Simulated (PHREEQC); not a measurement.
PHREEQC input (ion-association model, phreeqc.dat):

```
SOLUTION_SPECIES
  CO3-2 + 10 H+ + 8 e- = CH4 + 3 H2O  # shut off: no methane
    -log_k -100
    -delta_h 0
    -analytic -100
SOLUTION 1
  temp 25
  units mol/kgw
  pH 7 charge
  Cl 0.19
  Na 0.19
  K 0.014
END
SELECTED_OUTPUT 1
  -reset false
  -pH true
  -pe true
  -ionic_strength true
  -water true
  -totals C Cl K Na C(-4) C(4) Ntg
  -molalities H+ Na+ K+ Cl- CO3-2 OH- HCO3- CO2 (CO2)2 NaOH
    NaCO3- NaHCO3
  -saturation_indices Halite Sylvite
USER_PUNCH 1
  -headings p_CO2(g) phi_CO2(g) p_Ntg(g) phi_Ntg(g) p_H2O(g) phi_H2O(g) density
  10 PUNCH PR_P("CO2(g)"), PR_PHI("CO2(g)"), PR_P("Ntg(g)"), PR_PHI("Ntg(g)"), PR_P("H2O(g)"), PR_PHI("H2O(g)"), RHO
PRINT
  -reset false
USE solution 1
REACTION_TEMPERATURE 1
  25
GAS_PHASE 1
  -fixed_pressure
  -pressure 1
  -temperature 25
  -volume 20
  CO2(g) 0.57
  Ntg(g) 0.43
  H2O(g) 0
END
# ... the last block is repeated for the other 9 points of P (atm)
```

Selected output (columns that matter, 10 of 10 rows; P (atm) added in front):

```
P (atm)	pH	mu	C	Cl	K	Na	Ntg	si_Halite	si_Sylvite	p_CO2(g)	phi_CO2(g)	p_Ntg(g)	phi_Ntg(g)	p_H2O(g)
1	6.091	0.20335	0.03132	0.19009	0.014006	0.19009	0.00027566	-3.2866	-3.7692	0.53574	0.99477	0.43284	1.0003	0.031423
2	5.7827	0.20335	0.049231	0.19009	0.014006	0.19009	0.00055485	-3.2868	-3.7694	1.0962	0.98962	0.87212	1.0004	0.031656
3	5.6058	0.20335	0.066935	0.19009	0.014007	0.19009	0.00083333	-3.2869	-3.7696	1.6569	0.9845	1.3112	1.0006	0.031892
5	5.3864	0.20335	0.10173	0.19009	0.014007	0.19009	0.0013883	-3.2872	-3.7699	2.7788	0.97431	2.1888	1.0009	0.03237
7.5	5.2152	0.20335	0.14406	0.19009	0.014007	0.19009	0.0020784	-3.2876	-3.7702	4.1821	0.96169	3.2849	1.0015	0.032982
10	5.0959	0.20336	0.18514	0.1901	0.014007	0.1901	0.0027647	-3.288	-3.7706	5.5864	0.94919	4.38	1.0021	0.03361
15	4.9316	0.20336	0.26357	0.1901	0.014007	0.1901	0.0041266	-3.2887	-3.7714	8.3978	0.92455	6.5673	1.0035	0.034917
20	4.8188	0.20337	0.33713	0.19011	0.014008	0.19011	0.0054754	-3.2895	-3.7721	11.213	0.90039	8.7509	1.0053	0.036296
30	4.6675	0.20338	0.47017	0.19012	0.014009	0.19012	0.0081405	-3.291	-3.7736	16.853	0.85351	13.108	1.0099	0.039284
40	4.5678	0.2034	0.58537	0.19013	0.01401	0.19013	0.010772	-3.2924	-3.7751	22.505	0.80851	17.452	1.0158	0.042616
```
